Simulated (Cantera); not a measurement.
Feed: 1 mol Si3N4, 0.1 mol N2O, 5.9 mol H2, at 1.20 mbar.

Equilibrium computed with Cantera from the NASA thermochemical tables; the gas is ideal and each condensed phase is pure. Candidate condensed phases: H2O, Si, SiO2, Si2N2O, Si3N4; 35 gas species. Mutual solubility and eutectic melting of coexisting phases are not modelled. The tables' values for SiN are old estimates; treat these amounts as uncertain. Gases not in the tables: Si2H6 and higher silanes. Equilibrium is a limit: real reactors are often held back by kinetics, nucleation or transport.

log p: log10 of the partial pressure in bar; n: condensed amount in mol.

```json
[
 {"T (°C)": "725", "log p H2": "-2.93", "log p N2": "-4.58", "log p H": "-10.13", "log p SiO": "<-14", "log p Si": "<-14", "n Si2N2O(s)": "0.100", "n Si3N4(s)": "0.933", "n Si(s)": "0", "n Si(l)": "0"},
 {"T (°C)": "825", "log p H2": "-2.93", "log p N2": "-4.58", "log p H": "___", "log p SiO": "___", "log p Si": "<-14", "n Si2N2O(s)": "0.100", "n Si3N4(s)": "0.933", "n Si(s)": "0", "n Si(l)": "0"},
 {"T (°C)": "925", "log p H2": "-2.93", "log p N2": "-4.58", "log p H": "-8.19", "log p SiO": "-11.07", "log p Si": "-13.89", "n Si2N2O(s)": "0.100", "n Si3N4(s)": "0.933", "n Si(s)": "0", "n Si(l)": "0"},
 {"T (°C)": "1025", "log p H2": "-2.93", "log p N2": "-4.58", "log p H": "-7.44", "log p SiO": "-9.12", "log p Si": "-11.56", "n Si2N2O(s)": "0.1000", "n Si3N4(s)": "0.933", "n Si(s)": "0", "n Si(l)": "0"},
 {"T (°C)": "1125", "log p H2": "-2.93", "log p N2": "-4.58", "log p H": "-6.79", "log p SiO": "-7.45", "log p Si": "-9.56", "n Si2N2O(s)": "0.0998", "n Si3N4(s)": "0.933", "n Si(s)": "0", "n Si(l)": "0"},
 {"T (°C)": "1225", "log p H2": "-2.94", "log p N2": "___", "log p H": "___", "log p SiO": "___", "log p Si": "___", "n Si2N2O(s)": "0.0958", "n Si3N4(s)": "0.886", "n Si(s)": "___", "n Si(l)": "0"},
 {"T (°C)": "1325", "log p H2": "-3.05", "log p N2": "-3.54", "log p H": "-5.80", "log p SiO": "-5.09", "log p Si": "-7.03", "n Si2N2O(s)": "0.0472", "n Si3N4(s)": "0.0815", "n Si(s)": "2.61", "n Si(l)": "0"},
 {"T (°C)": "1425", "log p H2": "-3.06", "log p N2": "-3.51", "log p H": "-5.37", "log p SiO": "-4.83", "log p Si": "-6.18", "n Si2N2O(s)": "0", "n Si3N4(s)": "0", "n Si(s)": "0", "n Si(l)": "2.90"},
 {"T (°C)": "1525", "log p H2": "-3.06", "log p N2": "-3.51", "log p H": "-4.99", "log p SiO": "-4.83", "log p Si": "-5.51", "n Si2N2O(s)": "0", "n Si3N4(s)": "0", "n Si(s)": "0", "n Si(l)": "2.88"},
 {"T (°C)": "1625", "log p H2": "-3.07", "log p N2": "-3.52", "log p H": "-4.64", "log p SiO": "-4.84", "log p Si": "-4.91", "n Si2N2O(s)": "0", "n Si3N4(s)": "0", "n Si(s)": "0", "n Si(l)": "2.81"}
]
```

Question: Complete the blanks.

Answer: 
- 825, log p H: -9.07
- 825, log p SiO: -13.39
- 1225, log p N2: -4.34
- 1225, log p H: -6.23
- 1225, log p SiO: -6.08
- 1225, log p Si: -8.00
- 1225, n Si(s): 0.147
